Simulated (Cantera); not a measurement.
Cantera run:

```python
import numpy as np
import cantera as ct

gas_names = """
    CL2 TiCL4 CL
""".split()
cond_names = """
    TiCL3(s) TiCL4(L)
""".split()


# ... load() reads the species with a 1 bar reference pressure and builds the phases ...
species = {s.name: s for s in load("nasa_gas.yaml", gas_names) + load("nasa_condensed.yaml", cond_names)}
# Each term lists the table entries of one substance; the one whose range holds T is used.
reactions = {
    '2 TiCl3 + Cl2(g) = 2 TiCl4':
        [(-2, ['TiCL3(s)']), (-1, ['CL2']), (2, ['TiCL4(L)'])],
    'TiCl4(g) = TiCl3 + Cl(g)':
        [(-1, ['TiCL4']), (1, ['TiCL3(s)']), (1, ['CL'])],
}


def pick(names, T):
    return next(species[n] for n in names if species[n].thermo.min_temp <= T <= species[n].thermo.max_temp)


results = []
for label, terms in reactions.items():
    print(label)
    print("     T/K   dH/kJ  dS/(J/K)   dG/kJ   log10 K")
    for T in [450, 460, 470, 480, 490, 500, 510, 520, 530, 540]:
        used = [(nu, pick(names, T)) for nu, names in terms]
        dH = sum(nu * s.thermo.h(T) for nu, s in used) / 1e6
        dS = sum(nu * s.thermo.s(T) for nu, s in used) / 1e3
        dG = dH - T * dS / 1e3
        logK = -dG * 1e6 / (ct.gas_constant * T * np.log(10))
        results.append((label, T, dH, dS, dG, logK, [s.name for _, s in used]))
        print(f"{T:8g} {dH:8.1f} {dS:8.1f} {dG:8.1f} {logK:8.2f}")
```

Output:

```
2 TiCl3 + Cl2(g) = 2 TiCl4
     T/K   dH/kJ  dS/(J/K)   dG/kJ   log10 K
     450   -155.8     26.9   -167.9    19.49
     460   -155.2     28.2   -168.2    19.09
     470   -154.6     29.4   -168.4    18.72
     480   -154.0     30.7   -168.7    18.36
     490   -153.5     31.8   -169.1    18.02
     500   -152.9     33.0   -169.4    17.70
     510   -152.3     34.1   -169.7    17.38
     520   -151.8     35.2   -170.1    17.08
     530   -151.2     36.3   -170.4    16.80
     540   -150.6     37.3   -170.8    16.52
TiCl4(g) = TiCl3 + Cl(g)
     T/K   dH/kJ  dS/(J/K)   dG/kJ   log10 K
     450    166.0    -41.0    184.5   -21.41
     460    166.2    -40.6    184.9   -20.99
     470    166.4    -40.2    185.3   -20.59
     480    166.6    -39.7    185.7   -20.21
     490    166.8    -39.3    186.1   -19.84
     500    167.0    -38.9    186.5   -19.48
     510    167.2    -38.5    186.9   -19.14
     520    167.4    -38.1    187.2   -18.81
     530    167.6    -37.7    187.6   -18.49
     540    167.8    -37.3    188.0   -18.18
```

Cantera with NASA thermochemical tables; ideal gases at 1 bar, condensed phases pure. Condensed species are held in their standard states even where they would react or evaporate.
